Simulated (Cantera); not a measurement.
# Moist CO burnout

An isothermal, constant-pressure homogeneous reactor starts with 0.290 % CO, 1.26 % O2, 1.65 % H2O, 96.8 % N2, at 975 K and 150000 Pa.

Model: GRI-Mech 3.0 (53 species, 325 reactions), integrated in Cantera.

| t (s) | x CO | x O2 | x H2O | x O | x NO |
|---|---|---|---|---|---|
| 0.000400 | 0.00290 | 0.0126 | 0.0165 | 1.17e-11 | <1e-12 |
| 0.000768 | 0.00290 | 0.0126 | 0.0165 | 2.12e-11 | <1e-12 |
| 0.00147 | 0.00290 | 0.0126 | 0.0165 | 3.69e-11 | <1e-12 |
| 0.00283 | 0.00290 | 0.0126 | 0.0165 | 6.05e-11 | <1e-12 |
| 0.00543 | 0.00290 | 0.0126 | 0.0165 | 9.20e-11 | <1e-12 |
| 0.0104 | 0.00290 | 0.0126 | 0.0165 | 1.37e-10 | <1e-12 |
| 0.0200 | 0.00290 | 0.0126 | 0.0165 | 2.42e-10 | <1e-12 |
| 0.0384 | 0.00290 | 0.0126 | 0.0165 | 7.03e-10 | <1e-12 |
| 0.0737 | 0.00290 | 0.0126 | 0.0165 | 5.04e-9 | <1e-12 |
| 0.141 | 0.00289 | 0.0126 | 0.0165 | 5.89e-8 | <1e-12 |
| 0.271 | 0.00280 | 0.0125 | 0.0165 | 1.08e-7 | <1e-12 |
| 0.521 | 0.00260 | 0.0124 | 0.0164 | 1.04e-7 | <1e-12 |
| 1.00 | 0.00225 | 0.0123 | 0.0164 | 9.34e-8 | 3.24e-12 |
x: mole fraction; the columns are a selection and need not sum to one.

Equilibrium at this temperature and pressure: CO <1e-12, O2 0.0111, H2O 0.0165, O 6.26e-12, NO 6.06e-6 (gas phase only).
